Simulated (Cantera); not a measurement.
A closed system holds: 1 mol n-butane, 0.84 mol H2, 1.8 mol N2, equilibrated at 3200000 Pa.

Cantera equilibrium calculation (NASA polynomials, part measured and part estimated; ideal gas, pure solids and liquids). Candidate condensed phases: C, C6H6, C7H8, C8H18; 110 gas species. Ions and electrons are included (thermal ionisation). The ideal-gas law is rough above about 30 bar. Rates play no part.

x: gas mole fraction; n: condensed amount in mol.

| T (K) | x H2 | x H | x N2 | x HCN | x C2H2 (acetylene) | x HNC | x CN | x C2H | x C | x C3 | x C2 | n C(graphite) |
|---|---|---|---|---|---|---|---|---|---|---|---|---|
| 2000 | 0.751 | 0.000249 | 0.234 | 0.00618 | 0.000577 | 0.000351 | 4.83e-8 | 3.58e-9 | <1e-12 | <1e-12 | <1e-12 | 3.88 |
| 2500 | 0.733 | 0.00381 | 0.220 | 0.0284 | 0.00793 | 0.00333 | 8.54e-6 | 2.96e-6 | 5.20e-9 | 1.55e-8 | 1.43e-9 | 3.61 |
| 3000 | (withheld) | (withheld) | (withheld) | (withheld) | (withheld) | (withheld) | (withheld) | (withheld) | (withheld) | (withheld) | (withheld) | (withheld) |
| 3500 | 0.499 | 0.0738 | 0.151 | 0.115 | 0.107 | 0.0303 | 0.00262 | 0.00498 | 9.28e-5 | 0.000913 | 0.000102 | 0.606 |
| 4000 | (withheld) | (withheld) | (withheld) | 0.108 | (withheld) | (withheld) | (withheld) | (withheld) | (withheld) | (withheld) | (withheld) | 0 |
| 4500 | 0.296 | 0.332 | 0.114 | 0.0762 | 0.0464 | 0.0313 | 0.0227 | 0.0355 | 0.00780 | 0.0191 | 0.00669 | 0 |
| 5000 | 0.185 | 0.489 | 0.102 | 0.0424 | 0.0146 | 0.0202 | 0.0359 | 0.0339 | 0.0274 | 0.0228 | 0.0160 | 0 |

Question: What belongs in the gaps?

Answer: 
- 3000, x H2: 0.657
- 3000, x H: 0.0226
- 3000, x N2: 0.191
- 3000, x HCN: 0.0708
- 3000, x C2H2 (acetylene): 0.0409
- 3000, x HNC: 0.0134
- 3000, x CN: 0.000252
- 3000, x C2H: 0.000242
- 3000, x C: 1.58e-6
- 3000, x C3: 9.75e-6
- 3000, x C2: 9.90e-7
- 3000, n C(graphite): 2.65
- 4000, x H2: 0.398
- 4000, x H: 0.178
- 4000, x N2: 0.130
- 4000, x C2H2 (acetylene): 0.0932
- 4000, x HNC: 0.0366
- 4000, x CN: 0.0101
- 4000, x C2H: 0.0204
- 4000, x C: 0.00128
- 4000, x C3: 0.00757
- 4000, x C2: 0.00141
